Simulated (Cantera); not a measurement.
A counterflow diffusion flame at 1.00 bar, nozzles 20 mm apart: fuel side 69.4 % CH4, 30.6 % C2H6 at 500 K, oxidiser side 19.0 % O2, 81.0 % N2 at 425 K, fuel mass flux 0.91 times the oxidiser's; mixture-averaged transport, no radiation.

Model: GRI-Mech 3.0 (53 species, 325 reactions), integrated in Cantera. GRI-Mech 3.0 has no aromatics or soot, which form on the fuel side of real flames. The maximum strain rate includes the flame's own expansion and is several times the mean.

x: mole fraction; the columns are a selection and need not sum to one.

```csv
oxidiser flux (kg/m²/s),max strain (1/s),mean strain (1/s),T max (K),peak x OH,peak x H,peak x NO,peak x CO,peak x C2H2
0.25,181,38.6,1994,0.00593,0.00353,0.000187,0.0442,0.0195
0.33,232,51.0,1979,0.00588,0.00368,0.000171,0.0443,0.0184
0.43,296,66.4,1965,0.00581,0.00383,0.000156,0.0445,0.0173
0.57,383,88.0,1951,0.00575,0.00398,0.000139,0.0449,0.0162
0.74,[?],114,1936,0.00564,0.00410,[?],0.0453,0.0151
0.98,630,151,1917,0.00544,0.00417,0.000101,0.0458,0.0137
1.3,815,201,1894,0.00516,0.00416,7.94e-5,0.0466,0.0122
1.7,1040,263,1867,0.00479,0.00406,5.82e-5,0.0476,0.0105
2.2,[?],340,1832,[?],0.00379,[?],0.0488,[?]
2.9,1660,448,1747,0.00302,0.00280,1.20e-5,0.0500,0.00471
```

Problem. What belongs in the gaps?

Solution. 
- 0.74, max strain (1/s): 487
- 0.74, peak x NO: 0.000121
- 2.2, max strain (1/s): 1310
- 2.2, peak x OH: 0.00426
- 2.2, peak x NO: 3.76e-5
- 2.2, peak x C2H2: 0.00849
